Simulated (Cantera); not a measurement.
What does this Cantera script print?

```python
import numpy as np
import cantera as ct

gas_names = """
    CL CL2 H HCL H2 N NH NH2 NH3 N2 N2H2 N2H4 Si SiCL SiCL2 SiCL3 SiCL4 SiH SiHCL3 SiH2 SiH2CL2 SiH3
    SiH3CL SiH4 SiN Si2 Si2N Si3
""".split()
cond_names = """
    NH4CL(a) NH4CL(b) Si(cr) Si(L) Si3N4(a)
""".split()


# ... load() reads the species with a 1 bar reference pressure and builds the phases ...
atoms = {
    'Si': {'Si': 1},
    'HCl': {'H': 1, 'CL': 1},
    'N2': {'N': 2},
}
top_T = {'Si3N4(a)': 2400}  # K; cautious upper limits of use, not melting points


# ... equilibrate(T, P, feed) seeds the gas with the atoms and calls Mixture.equilibrate('TP', solver="vcs", rtol=1e-11, max_steps=5000) ...
results = []
feed = {'Si': 1, 'HCl': 1.8, 'N2': 0.53}  # mol
T = 1050  # K
P = 1333.22  # Pa
mix = equilibrate(T, P, feed)
results.append((T, P, feed, dict(zip(mix.species_names, mix.species_moles))))
x = sorted(zip(gas.X, gas.species_names), reverse=True)
print(f"T = {T:g} K  P = {P:g} Pa  gas = {mix.phase_moles(0):.4g} mol")
print("   x: " + "  ".join(f"{s} {v:.3e}" for v, s in x if v > 0.001))
print("   condensed (mol): " + ("  ".join(f"{mix.phase(i).name} {mix.phase_moles(i):.4g}"
      for i in range(1, mix.n_phases) if mix.phase_moles(i) > 1e-12) or "none"))
```

Result:

```
T = 1050 K  P = 1333.22 Pa  gas = 1.571 mol
   x: HCL 4.381e-01  H2 3.531e-01  SiCL4 1.753e-01  N2 3.133e-02  SiHCL3 1.467e-03
   condensed (mol): Si3N4(a) 0.2404
```

These are equilibrium values from Cantera (NASA tables, ideal gas, pure condensed phases), not measurements of a reactor. N2 is the only nitrogen source here; it is nearly inert below about 1500 K, so the nitride shown seldom forms there in practice. The tables' values for SiCl3 are old estimates; treat these amounts as uncertain.
